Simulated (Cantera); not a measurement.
## Thermodynamics of silicon etching in halogen gases, feed Si + HBr + N2

A closed system holds: 1 mol Si, 19 mol HBr, 14 mol N2, held at 1.00 Torr.

These are equilibrium values from Cantera (NASA tables, ideal gas, pure condensed phases), not measurements of a reactor. Candidate condensed phases: Br2, Si, Si3N4; 28 gas species. The tables' values for SiBr3, SiBr are old estimates; treat these amounts as uncertain. Rates play no part.

From 748 K to 1723 K nothing is condensed. The main Si-bearing gas is SiBr4 at 748 K and SiBr2 at 1723 K.

| T (K) | log p HBr | log p N2 | log p Br | log p H2 | log p SiBr4 | log p SiBr2 |
|---|---|---|---|---|---|---|
| 748 | -3.20 | -3.23 | -9.24 | -4.08 | -4.38 | -12.54 |
| 823 | -3.20 | -3.23 | -8.28 | -4.08 | -4.38 | -10.74 |
| 898 | -3.20 | -3.23 | -7.48 | -4.08 | -4.38 | -9.25 |
| 973 | -3.20 | -3.23 | -6.80 | -4.08 | -4.38 | -8.00 |
| 1048 | -3.20 | -3.23 | -6.22 | -4.08 | -4.38 | -6.93 |
| 1123 | -3.20 | -3.23 | -5.71 | -4.08 | -4.40 | -6.02 |
| 1198 | -3.20 | -3.24 | -5.25 | -4.10 | -4.46 | -5.30 |
| 1273 | -3.20 | -3.24 | -4.84 | -4.14 | -4.64 | -4.82 |
| 1348 | -3.20 | -3.25 | -4.48 | -4.16 | -4.99 | -4.57 |
| 1423 | -3.22 | -3.26 | -4.20 | -4.12 | -5.53 | -4.46 |
| 1498 | -3.25 | -3.26 | -3.99 | -4.04 | -6.15 | -4.43 |
| 1573 | -3.30 | -3.27 | -3.83 | -3.95 | -6.78 | -4.43 |
| 1648 | -3.36 | -3.28 | -3.70 | -3.86 | -7.40 | -4.43 |
| 1723 | -3.43 | -3.29 | -3.60 | -3.79 | -8.00 | -4.44 |
log p: log10 of the partial pressure in bar; nothing condenses.
